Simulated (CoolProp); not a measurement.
A single-stage vapour-compression cycle with the fluid: evaporating at 300.15 K (dew point), condensing at 363.15 K (bubble point), superheat 10 K, subcooling 0 K, compressor efficiency 0.75, no pressure losses. The same conditions are run with several fluids, on thermodynamics alone (safety and materials aside).

The numbers come from the reference Helmholtz-energy equation of state of each fluid (cyclohexane: Zhou 2014; R11: Jacobsen 1992; trans-2-butene: Lemmon 2005; R114: Platzer 1990; chloromethane (R40): Thol 2014; R236FA: Pan 2012) in CoolProp. The equations of Platzer and Polt are older, rougher fits.

```csv
fluid,cooling COP,pressure ratio,discharge temperature (K),refrigerating effect (kJ/kg),volumetric capacity (kJ/m³)
cyclohexane,(withheld),9.33,377.4,277,130
R11,2.83,5.81,392.8,128,804
trans-2-butene,2.55,(withheld),378.3,(withheld),1380
R114,2.26,5.06,(withheld),67.7,1100
chloromethane (R40),2.64,(withheld),437.9,(withheld),3600
R236FA,2.05,5.38,367.8,68.4,(withheld)
```

Question: Some entries are withheld; supply them.

Answer: 
- cyclohexane, cooling COP: 2.86
- trans-2-butene, pressure ratio: 4.94
- trans-2-butene, refrigerating effect (kJ/kg): 236
- R114, discharge temperature (K): 365.6
- chloromethane (R40), pressure ratio: 4.39
- chloromethane (R40), refrigerating effect (kJ/kg): 271
- R236FA, volumetric capacity (kJ/m³): 1280
